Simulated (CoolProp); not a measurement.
Vapour-liquid equilibrium of benzene (1) + n-octane (2) at 41.05 °C; x and y are mole fractions of (1).

The numbers come from the multi-fluid Helmholtz-energy mixture model, Thol 2012 and Beckmüller 2019; pair parameters Bell 2016 in CoolProp.

```csv
x,"bubble pressure, mixture model (MPa)","bubble pressure, Raoult's law (MPa)","y, mixture model","y, Raoult's law"
0.05,[?],0.005430,0.288,0.234
0.15,0.008756,0.007538,0.572,0.507
0.25,[?],0.009646,0.709,0.660
0.35,0.01389,0.01175,0.787,0.758
0.45,0.01602,0.01386,0.839,0.826
0.55,0.01792,0.01597,0.876,0.877
0.65,0.01964,0.01808,0.906,0.915
0.75,0.02127,0.02019,0.933,0.946
0.85,0.02289,0.02230,0.958,0.971
0.95,0.02458,0.02440,[?],0.991
```

What belongs in the gaps?


- 0.05, bubble pressure, mixture model (MPa): 0.005852
- 0.25, bubble pressure, mixture model (MPa): 0.01146
- 0.95, y, mixture model: 0.985

The largest gap from Raoult's law is +18.8 % in bubble pressure, at x = 0.25. No azeotrope shows between x = 0.05 and 0.95.

Pair parameters are fitted to limited data, so mixtures are less certain than the pure fluids.
